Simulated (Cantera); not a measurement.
## Iron carbonyl, mercury and lead vapours: PbO + N2 + CO

A closed system holds: 1 mol PbO, 3.6 mol N2, a varied amount of CO, at 1598 K and 75.0 Torr.

Cantera equilibrium calculation (NASA polynomials, part measured and part estimated; ideal gas, pure solids and liquids). Candidate condensed phases: C, Pb, PbO, PbO2, Pb3O4; 27 gas species. Gases not in the tables: (PbO)n polymers. Rates play no part.

```csv
n(CO) (mol),x N2,x PbO,x Pb,x CO2,x O2
0.051,0.762,0.171,0.0409,0.0108,0.0148
0.11,0.756,0.164,0.0456,0.0231,0.0110
0.18,0.747,0.155,0.0525,0.0373,0.00742
0.24,0.740,0.146,0.0597,0.0493,0.00507
0.31,0.731,0.134,0.0694,0.0629,0.00315
0.37,0.723,0.122,0.0785,0.0742,0.00206
0.43,0.715,0.110,0.0880,0.0852,0.00134
```
x: gas mole fraction; nothing condenses.

From 0.051 mol CO to 0.43 mol CO nothing is condensed.
